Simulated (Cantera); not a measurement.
Cantera run, input and output.

```python
import numpy as np
import cantera as ct

gas = ct.Solution("h2o2.yaml")
gas.TP = 300, 53000
flame = ct.CounterflowDiffusionFlame(gas, width=0.02)
flame.fuel_inlet.X, flame.fuel_inlet.T = {'H2': 1}, 450
flame.oxidizer_inlet.X, flame.oxidizer_inlet.T = {'O2': 0.2, 'N2': 0.8}, 750
flame.set_refine_criteria(ratio=3, slope=0.12, curve=0.24, prune=0.03)
show = ['OH', 'H', 'H2O', 'HO2']

rows = []
print(f"{'mdot':>8s}{'a_max':>10s}{'a_mean':>10s}{'Tmax/K':>9s}" + "".join(f"{s:>11s}" for s in show) + "   (peak mole fractions)")
for i, mdot in enumerate([0.32, 0.46, 0.67, 0.97, 1.4, 2, 3, 4.3, 6.2]):  # kg/m2/s on the oxidiser side
    flame.oxidizer_inlet.mdot, flame.fuel_inlet.mdot = mdot, 0.32 * mdot
    flame.solve(loglevel=0, auto=(i == 0))
    if flame.T.max() < max(450, 750) + 100:
        print(f"{mdot:8.3g}  no burning solution found from the previous one")
        break
    dT = np.abs(np.gradient(flame.T, flame.grid))
    rows.append([flame.strain_rate("max"), flame.strain_rate("mean"), flame.T.max(),
                 *(flame.X[gas.species_index(s)].max() for s in show), max(dT[0], dT[-1]) / dT.max()])
    print(f"{mdot:8.3g}{rows[-1][0]:10.1f}{rows[-1][1]:10.1f}{rows[-1][2]:9.1f}" + "".join(f"{x:11.3e}" for x in rows[-1][3:-1]))
```

Result:

```
    mdot     a_max    a_mean   Tmax/K         OH          H        H2O        HO2   (peak mole fractions)
    0.32     960.2     244.6   2278.7  2.235e-02  3.168e-02  2.495e-01  4.489e-05
    0.46    1356.8     351.7   2217.9  2.212e-02  3.559e-02  2.467e-01  5.198e-05
    0.67    1958.4     512.2   2145.2  2.137e-02  3.988e-02  2.439e-01  5.899e-05
    0.97    2815.2     741.5   2069.4  2.037e-02  4.434e-02  2.412e-01  6.622e-05
     1.4    4035.2    1070.2   1987.6  1.901e-02  4.838e-02  2.388e-01  7.257e-05
       2    5726.9    1528.9   1916.8  1.785e-02  5.284e-02  2.360e-01  7.795e-05
       3    8586.8    2293.4   1839.3  1.649e-02  5.827e-02  2.323e-01  8.385e-05
     4.3   12317.9    3287.2   1759.6  1.484e-02  6.204e-02  2.283e-01  8.921e-05
     6.2   17730.3    4739.7   1679.1  1.308e-02  6.531e-02  2.228e-01  9.423e-05
```

Detailed kinetics in Cantera: the H2/O2 subset of GRI-Mech 3.0, which has no nitrogen chemistry. The maximum strain rate includes the flame's own expansion and is several times the mean.
